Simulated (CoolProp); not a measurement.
Vapour-liquid equilibrium of dimethyl ether (1) + n-butane (2) at 1.78 bar; x and y are mole fractions of (1).

Values from CoolProp's multi-fluid Helmholtz-energy mixture model, Wu 2011 and Bücker 2006; pair parameters Bell 2016.

**Question.** Give the bubble temperature and the first vapour's composition at x = 0.5, 0.725, 0.95. Is there an azeotrope?

**Answer.** x = 0.5: -5.1 °C, y = 0.718; x = 0.725: -8.4 °C, y = 0.838; x = 0.95: -10.6 °C, y = 0.965. No azeotrope shows between x = 0.05 and 0.95.

Pair parameters are fitted to limited data, so mixtures are less certain than the pure fluids.
